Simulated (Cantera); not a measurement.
# Thermodynamics of silicon carbide growth, feed CH3SiH3 + CH4 + H2

A closed system holds: 1 mol CH3SiH3, 2.8 mol CH4, 120 mol H2, held at 0.0420 bar.

Cantera equilibrium calculation (NASA polynomials, part measured and part estimated; ideal gas, pure solids and liquids). Candidate condensed phases: C, C6H6, C7H8, C8H18, Si, SiC; 87 gas species. The feed counts by its element totals alone. Gases not in the tables: Si2H6 and higher silanes. Equilibrium is a limit: real reactors are often held back by kinetics, nucleation or transport.

```
T (K)   x H2       x H     x CH4  x C2H2 (acetylene)      x Si    x SiC2  n C(graphite)  n SiC(s)
-----  -----  --------  --------  ------------------  --------  --------  -------------  --------
925    0.991   1.26e-9   0.00935            1.26e-10    <1e-12    <1e-12           1.61      1.00
1025   0.997   2.12e-8   0.00307             2.20e-9    <1e-12    <1e-12           2.41      1.00
1125   0.999   2.17e-7   0.00121             2.29e-8    <1e-12    <1e-12           2.64      1.00
1225   0.999   1.52e-6  0.000551             1.62e-7    <1e-12    <1e-12           2.73      1.00
1325   1.000   7.98e-6  0.000282             8.51e-7  7.55e-12    <1e-12           2.76      1.00
1425   1.000   3.33e-5  0.000158             3.52e-6  2.05e-10    <1e-12           2.78      1.00
1525   1.000  0.000115   9.58e-5             1.21e-5   3.61e-9  7.78e-12           2.78     1.000
1625   1.000  0.000344   6.17e-5             3.55e-5   4.44e-8  2.07e-10           2.78     1.000
1725   0.999  0.000906   4.19e-5             9.20e-5   4.07e-7   3.75e-9           2.77     1.000
1825   0.998   0.00215   2.96e-5            0.000214   2.92e-6   4.91e-8           2.74     0.999
1925   0.995   0.00465   2.17e-5            0.000456   1.70e-5   4.90e-7           2.68     0.997
2025   0.990   0.00934   1.64e-5            0.000896   8.33e-5   3.87e-6           2.58     0.986
2125   0.980    0.0175   1.26e-5             0.00164  0.000350   2.50e-5           2.42     0.940
2225   0.964    0.0310   9.74e-6             0.00283   0.00129  0.000136           2.24     0.772
```
x: gas mole fraction; n: condensed amount in mol.

From 925 K to 2225 K the condensed part is C(graphite) + SiC(s).
